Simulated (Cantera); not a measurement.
Input: 1 mol C₂H₄, 2.3 mol NH₃, 75 mol H₂, equilibrated at 1000 Pa.

Equilibrium computed with Cantera from the NASA thermochemical tables; the gas is ideal and each condensed phase is pure. Candidate condensed phases: C, C₆H₆, C₇H₈, C₈H₁₈; 92 gas species. Equilibrium is a limit: real reactors are often held back by kinetics, nucleation or transport.

Q: At 1448 K, list the 4 most abundant gas species with their mole fractions, and the condensed phases.

A: H₂ 0.986, N₂ 0.0140, H 9.15e-5, HCN 8.51e-5. Condensed: C(graphite).
